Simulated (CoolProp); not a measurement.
Properties of toluene along the isobar 1.57 MPa (Tc = 318.6 °C, pc = 4.126 MPa, ω = 0.266).

Values from CoolProp's reference Helmholtz-energy equation of state, Lemmon 2006. It is a short technical equation, of lower accuracy than the large ones.

| T (°C) | phase | Z | cp (kJ/(kg K)) | cv (kJ/(kg K)) | conductivity (mW/(m K)) |
|---|---|---|---|---|---|
| 119.05 | liquid | 0.05742 | 2.031 | 1.557 | 106 |
| 126.35 | liquid | 0.05693 | 2.059 | 1.580 | 104 |
| 133.75 | liquid | 0.05647 | 2.087 | 1.603 | 102 |
| 141.05 | liquid | 0.05606 | 2.116 | 1.626 | 101 |
| 148.35 | liquid | 0.05568 | 2.145 | 1.649 | 98.9 |
| 155.75 | liquid | 0.05534 | 2.174 | 1.672 | 97.3 |
| 163.05 | liquid | 0.05504 | 2.204 | 1.694 | 95.7 |
| 170.45 | liquid | 0.05477 | 2.235 | 1.717 | 94.1 |
| 177.75 | liquid | 0.05455 | 2.267 | 1.739 | 92.6 |
| 185.05 | liquid | 0.05437 | 2.299 | 1.761 | 91.2 |
| 192.45 | liquid | 0.05424 | 2.333 | 1.784 | 89.8 |
| 199.75 | liquid | 0.05416 | 2.368 | 1.806 | 88.4 |

Thermal conductivity comes from a separate model (Assael 2012).
